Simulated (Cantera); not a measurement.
A closed system holds: 1 mol TEOS, 5.2 mol O3, 6.9 mol N2, at 13300 Pa.

Method: chemical equilibrium by Gibbs-energy minimisation in Cantera with the NASA 1993 tables (ideal gas, pure condensed phases). Candidate condensed phases: C, C6H6, C7H8, C8H18, H2O, Si, SiC, SiO2, Si2N2O, Si3N4; 151 gas species. The feed counts by its element totals alone. The tables hold silica as quartz up to 1696 K and as liquid above; real silica turns to tridymite and cristobalite and melts near 1996 K. Gases not in the tables: Si(OH)4. Equilibrium is a limit: real reactors are often held back by kinetics, nucleation or transport. All values below are at 1252 °C.

Base state: N2 0.277, H2O 0.257, CO 0.193, H2 0.144, CO2 0.128, H 2.46e-5 (mole fractions); condensed: SiO2(β-quartz).

Problem. What changes in the equilibrium state with this change: TEOS replaced by HMDSO?

Solution. 
```
species               before    after
-------------------  -------  -------
N2                     0.277    0.315
H2O                    0.257    0.220
CO                     0.193    0.192
H2                     0.144    0.191
CO2                    0.128   0.0818
H                    2.46e-5  2.83e-5
SiO2(β-quartz), mol     1.00     2.00
```

Problem. What changes in the equilibrium state with this change: TEOS replaced by SiF4?

Solution. 
```
species               before    after
-------------------  -------  -------
O2                     <1e-9    0.496
N2                     0.277    0.439
SiF4                       0   0.0637
H2O                    0.257        0
CO                     0.193        0
H2                     0.144        0
CO2                    0.128        0
NO                   2.30e-8  0.00158
H                    2.46e-5        0
O                      <1e-9  1.09e-5
SiO2(β-quartz), mol     1.00        0
```
